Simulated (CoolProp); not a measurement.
Vapour-liquid equilibrium of diethyl ether (1) + n-hexane (2) at 0.177 MPa; x and y are mole fractions of (1).

Values from CoolProp's multi-fluid Helmholtz-energy mixture model, Thol 2014 and Thol 2019; pair parameters Bell 2016.

```json
[
 {"x": "0.05", "bubble temperature, mixture model (K)": "356.9", "bubble temperature, Raoult's law (K)": "357.7", "y, mixture model": "0.139", "y, Raoult's law": "0.128"},
 {"x": "0.2", "bubble temperature, mixture model (K)": "348.1", "bubble temperature, Raoult's law (K)": "349.8", "y, mixture model": "0.425", "y, Raoult's law": "0.416"},
 {"x": "0.35", "bubble temperature, mixture model (K)": "341.7", "bubble temperature, Raoult's law (K)": "343.3", "y, mixture model": "0.603", "y, Raoult's law": "0.611"},
 {"x": "0.5", "bubble temperature, mixture model (K)": "336.6", "bubble temperature, Raoult's law (K)": "337.8", "y, mixture model": "0.730", "y, Raoult's law": "0.749"},
 {"x": "0.65", "bubble temperature, mixture model (K)": "332.4", "bubble temperature, Raoult's law (K)": "333.1", "y, mixture model": "0.829", "y, Raoult's law": "0.849"},
 {"x": "0.8", "bubble temperature, mixture model (K)": "328.7", "bubble temperature, Raoult's law (K)": "329.0", "y, mixture model": "0.910", "y, Raoult's law": "0.925"},
 {"x": "0.95", "bubble temperature, mixture model (K)": "325.3", "bubble temperature, Raoult's law (K)": "325.4", "y, mixture model": "0.979", "y, Raoult's law": "0.983"}
]
```

The largest gap from Raoult's law is -1.7 K in bubble temperature, at x = 0.2. No azeotrope shows between x = 0.05 and 0.95.

Pair parameters are fitted to limited data, so mixtures are less certain than the pure fluids.
